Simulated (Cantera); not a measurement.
## V + NH3 + N2O (tantalum, niobium, vanadium and zirconium in process gases)

Feed: 1 mol V, 0.36 mol NH3, 13 mol N2O.

Cantera equilibrium calculation (NASA polynomials, part measured and part estimated; ideal gas, pure solids and liquids). Candidate condensed phases: H2O, V, VN, VO, V2O3, V2O4, V2O5; 28 gas species. Condensed phases not in the tables: the oxides between V2O3 and V2O5 other than VO2. Gases not in the tables: V4O10. Rates play no part.

Stable condensed phases:

```
T in °C \ P in Pa
            0.10    0.60     3.6      22     130     770    4600   28000  170000 1000000
   2477        A       A       A       A       A       A       A       A       A       B
   2277        A       A       A       A       A       A       A       A       B       B
   2077        A       A       A       A       A       A       A       B       B       B
   1877        A       A       A       A       A       A       B       B       B       B
   1677        A       A       A       A       A       B       B       B       B       C
   1477        A       A       A       A       B       B       B       B       C       C
   1277        A       A       B       B       B       B       B       C       C       C
   1077        B       B       B       B       B       B       C       C       C       C
    877        B       B       B       B       B       C       C       C       C       C
    677        B       B       B       B       C       C       C       C       C       C
    477        C       C       C       C       C       C       C       C       C       C
```

A: gas only; B: V2O4; C: V2O5.
